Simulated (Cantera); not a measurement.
Input (Python, Cantera) and output of one run.

```python
import numpy as np
import cantera as ct

gas_names = [...]  # 92 gases of nasa_gas.yaml made of C, H, N
cond_names = """
    C(gr) C6H6(L) C7H8(L) C8H18(L),n-octa
""".split()


# ... load() reads the species with a 1 bar reference pressure and builds the phases ...
atoms = {
    'C2H4': {'C': 2, 'H': 4},
    'NH3': {'N': 1, 'H': 3},
    'H2': {'H': 2},
}
top_T = {'C(gr)': 4500}  # K; cautious upper limits of use, not melting points


# ... equilibrate(T, P, feed) seeds the gas with the atoms and calls Mixture.equilibrate('TP', solver="vcs", rtol=1e-11, max_steps=5000) ...
results = []
feed = {'C2H4': 1, 'NH3': 0.81, 'H2': 4.7}  # mol
T = 2848.15  # K
P = 101325  # Pa
mix = equilibrate(T, P, feed)
results.append((T, P, feed, dict(zip(mix.species_names, mix.species_moles))))
x = sorted(zip(gas.X, gas.species_names), reverse=True)
print(f"T = {T:g} K  P = {P:g} Pa  gas = {mix.phase_moles(0):.4g} mol")
print("   x: " + "  ".join(f"{s} {v:.3e}" for v, s in x if v > 1e-05))
print("   condensed (mol): " + ("  ".join(f"{mix.phase(i).name} {mix.phase_moles(i):.4g}"
      for i in range(1, mix.n_phases) if mix.phase_moles(i) > 1e-12) or "none"))
```

It prints:

```
T = 2848.15 K  P = 101325 Pa  gas = 8.7 mol
   x: H2 8.187e-01  H 8.688e-02  N2 3.208e-02  C2H2,acetylene 3.200e-02  HCN 2.459e-02  HNC 4.088e-03  C4H2 5.209e-04  C2H 4.635e-04  CN 2.312e-04  CH3 1.099e-04  C2H2,vinylidene 6.969e-05  CH4 6.280e-05  C3 5.577e-05  CH2 2.635e-05  C2N2 1.556e-05  C 1.091e-05  C3H3,propargyl 1.060e-05
   condensed (mol): C(gr) 1.16
```

Equilibrium computed with Cantera from the NASA thermochemical tables; the gas is ideal and each condensed phase is pure.
